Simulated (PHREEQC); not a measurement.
1 kg of water holding 0.27 mol/kgw NaCl, 0.39 mol/kgw Na2CO3, 0.063 mol/kgw Na2SO4, 0.17 mol/kgw KCl and 0.17 mol/kgw NaHCO3 is evaporated at 25 °C; the solids stay in contact with the brine. The system is closed to CO2. The run lets Arcanite, Burkeite, Glaserite, Halite, Kalicinite, Mirabilite, Misenite, Nahcolite, Natron, Sylvite, Thenardite, Trona precipitate or redissolve, and no other solid.

The series has 16 steps of water left (kg), from 1 to 0.04665.

Computed with PHREEQC (Pitzer model, pitzer.dat).

Problem. Which solids form, in which order, and at which step of the series does each first stand?

Solution. Nahcolite from water left = 0.2525 kg (pH 9.72), last present at water left = 0.2525 kg; Trona from water left = 0.2525 kg (pH 9.72); Glaserite from water left = 0.1097 kg (pH 11.00), last present at water left = 0.05808 kg; Burkeite from water left = 0.08898 kg (pH 11.32); Halite from water left = 0.08898 kg (pH 11.32); Sylvite from water left = 0.04665 kg (pH 11.94).

Complexes and solids missing from the database can't appear.
